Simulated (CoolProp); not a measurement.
Vapour-liquid equilibrium of ethane (1) + hydrogen sulfide (2) at 17.1 bar; x and y are mole fractions of (1).

Values from CoolProp's multi-fluid Helmholtz-energy mixture model, Bücker 2006 and Lemmon 2006; pair parameters Kunz 2012.

**Question.** Give the bubble temperature and the first vapour's composition at x = 0.35, 0.5, 0.95. Is there an azeotrope?

**Answer.** x = 0.35: -7.8 °C, y = 0.590; x = 0.5: -10.6 °C, y = 0.660; x = 0.95: -13.6 °C, y = 0.945. y crosses x between x = 0.8 and 0.95: the model has an azeotrope there.

Pair parameters are fitted to limited data, so mixtures are less certain than the pure fluids. With so large a gap from Raoult's law the liquid may split in two, which this calculation doesn't test in full.
